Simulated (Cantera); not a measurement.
An isothermal, constant-pressure homogeneous reactor starts with 1.19 % CH₄, 98.8 % H₂, at 2073 K and 0.266 atm.

Cantera simulation using GRI-Mech 3.0 (53 species, 325 reactions); the numbers are that mechanism's predictions, not measurements. GRI-Mech 3.0 stops at C3 and has no aromatics, soot or wall deposition, so with more carbon than oxygen in the feed, carbon stays in small species such as C2H2 where larger ones or solid carbon would form.

x: mole fraction; the columns are a selection and need not sum to one.

```
t (s)        x CH₄   x H₂     x CH₂    x C₂H₂     x CH₃    x C₂H
--------  --------  -----  --------  --------  --------  -------
2.00e-6     0.0119  0.988  1.31e-10    <1e-12   6.97e-6   <1e-12
1.12e-5     0.0118  0.988       [?]  6.64e-11       [?]   <1e-12
6.32e-5     0.0117  0.988   1.00e-7   7.11e-8  0.000134   <1e-12
0.000356    0.0111  0.985       [?]       [?]       [?]      [?]
0.00200    0.00793  0.985   4.48e-6   0.00153  0.000751  1.77e-7
0.0112     0.00286  0.988   1.83e-6   0.00428  0.000280  5.11e-7
0.0632    0.000614  0.989   4.19e-7   0.00550   6.11e-5  6.67e-7
0.356     0.000211  0.989   1.46e-7   0.00572   2.10e-5  6.96e-7
2.00      0.000201  0.989   1.39e-7   0.00573   2.01e-5  6.97e-7
```

Task: Complete the blanks.

Result: 
- 1.12e-5, x CH₂: 3.35e-9
- 1.12e-5, x CH₃: 2.68e-5
- 0.000356, x CH₂: 2.15e-6
- 0.000356, x C₂H₂: 5.41e-5
- 0.000356, x CH₃: 0.000610
- 0.000356, x C₂H: 3.61e-9
